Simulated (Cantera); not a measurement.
Cantera run:

```python
import numpy as np
import cantera as ct

gas_names = """
    Cu CuO Cu2 H HO2 H2 H2O H2O2 O OH O2 O3
""".split()
cond_names = """
    Cu(cr) Cu(L) CuO(s) CuO2H2(s) Cu2O(s) Cu2O(L) H2O(s) H2O(L)
""".split()


# ... load() reads the species with a 1 bar reference pressure and builds the phases ...
atoms = {
    'Cu2O': {'Cu': 2, 'O': 1},
    'H2': {'H': 2},
    'H2O': {'H': 2, 'O': 1},
}
top_T = {'CuO(s)': 1390}  # K; cautious upper limits of use, not melting points


# ... equilibrate(T, P, feed) seeds the gas with the atoms and calls Mixture.equilibrate('TP', solver="vcs", rtol=1e-11, max_steps=5000) ...
results = []
feed = {'Cu2O': 1, 'H2': 6.2, 'H2O': 4.3}  # mol
P = 15000  # Pa
for T in [1700, 1750, 1800, 1850, 1900, 1950, 2000, 2050, 2100, 2150]:
    mix = equilibrate(T, P, feed)
    results.append((T, P, feed, dict(zip(mix.species_names, mix.species_moles))))

top = {s: max(r[3][s] / sum(r[3][g] for g in gas_names) for r in results) for s in gas_names}
cols = sorted((s for s in top if top[s] > 0.001), key=lambda s: -top[s])[:5]
seen = [c for c in cond_names if any(r[3].get(c, 0) > 1e-12 for r in results)]
print("log10 of partial pressures in bar; condensed amounts in mol")
print(f"{'T/K':>10s}" + "".join(f"{s[:9]:>10s}" for s in cols + seen))
for T, P, feed, n in results:
    ng = sum(n[g] for g in gas_names)
    print(f"{T:10.4g}" + "".join(f"{np.log10(max(n[s] / ng * P / 1e5, 1e-99)):10.3f}" for s in cols)
          + "".join(f"{n.get(c, 0):10.4g}" for c in seen))
```

Result:

```
log10 of partial pressures in bar; condensed amounts in mol
       T/K       H2O        H2        Cu         H     Cu(L)
      1700    -1.121    -1.130    -3.799    -4.397     1.989
      1750    -1.122    -1.130    -3.525    -4.199     1.979
      1800    -1.123    -1.131    -3.266    -4.012     1.962
      1850    -1.124    -1.132    -3.022    -3.835     1.933
      1900    -1.126    -1.135    -2.792    -3.668     1.885
      1950    -1.129    -1.138    -2.573    -3.510     1.808
      2000    -1.135    -1.144    -2.366    -3.361     1.687
      2050    -1.142    -1.152    -2.169    -3.220     1.497
      2100    -1.154    -1.164    -1.982    -3.089     1.204
      2150    -1.172    -1.182    -1.804    -2.966    0.7497
```

Cantera equilibrium calculation (NASA polynomials, part measured and part estimated; ideal gas, pure solids and liquids).
